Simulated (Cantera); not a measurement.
A perfectly stirred reactor is fed with H2 : O2 : N2 = 1.3 : 1 : 12 (molar parts), at 0.170 bar; it is held at 1250 K, and followed from long to short residence time.

Cantera simulation using GRI-Mech 3.0 (53 species, 325 reactions); the numbers are that mechanism's predictions, not measurements. The temperature is held fixed by assumption; the heat of reaction is taken as removed at once.

One state of this run: x H2 = 0.000605; x O2 = 0.0257; x NO = 8.26e-7; x OH = 0.000486; x H2O = 0.0942; x H2O2 = 3.15e-7; x N2O = 6.08e-8. x: mole fraction; the columns are a selection and need not sum to one.

Task: Which value of τ (s) does it belong to?
A. 0.086
B. 0.33
C. 0.0058
D. 0.0015

Result: B, 0.33
